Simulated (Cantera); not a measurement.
Feed: 1 mol c-C4F8, a varied amount of H2, at 1752 °C and 0.133 bar.

Equilibrium computed with Cantera from the NASA thermochemical tables; the gas is ideal and each condensed phase is pure. Candidate condensed phases: C, C6H6, C7H8, C8H18; 95 gas species. The feed counts by its element totals alone. Gases not in the tables: C2F6 and larger saturated fluorocarbons. The numbers say what is thermodynamically allowed, not how fast it happens.

x: gas mole fraction; n: condensed amount in mol.

```
n(H2) (mol)        x HF       x CF4        x H2       x CF2         x F       x CF3  n C(graphite)
-----------  ----------  ----------  ----------  ----------  ----------  ----------  -------------
1                 0.562       0.406     6.78e-8      0.0239     0.00517     0.00289           2.46
1.4          (withheld)  (withheld)  (withheld)  (withheld)     0.00479  (withheld)           2.66
1.7               0.738       0.238     1.53e-7      0.0183     0.00452     0.00193           2.81
2.1               0.806       0.172     2.14e-7      0.0156     0.00417     0.00152           3.01
2.5               0.861       0.121     2.92e-7      0.0130     0.00382     0.00116           3.22
2.8               0.896      0.0888     3.68e-7      0.0112     0.00354    0.000923           3.37
3.2               0.935  (withheld)  (withheld)  (withheld)  (withheld)  (withheld)           3.57
3.6               0.968      0.0232     8.42e-7     0.00570     0.00253    0.000337           3.78
4                 1.000     1.23e-6    0.000123     4.15e-5    0.000216     2.09e-7           4.00
4.3               0.963    1.27e-11      0.0356     1.34e-7     1.22e-5    3.82e-11           4.00
4.7               0.919    2.10e-12      0.0796     5.43e-8     7.80e-6    9.92e-12           4.00
```

Task: Complete the blanks.

Result: 
- 3.2, x CF4: 0.0529
- 3.2, x H2: 5.20e-7
- 3.2, x CF2: 0.00861
- 3.2, x F: 0.00311
- 3.2, x CF3: 0.000626
- 1.4, x HF: 0.673
- 1.4, x CF4: 0.299
- 1.4, x H2: 1.13e-7
- 1.4, x CF2: 0.0205
- 1.4, x CF3: 0.00230
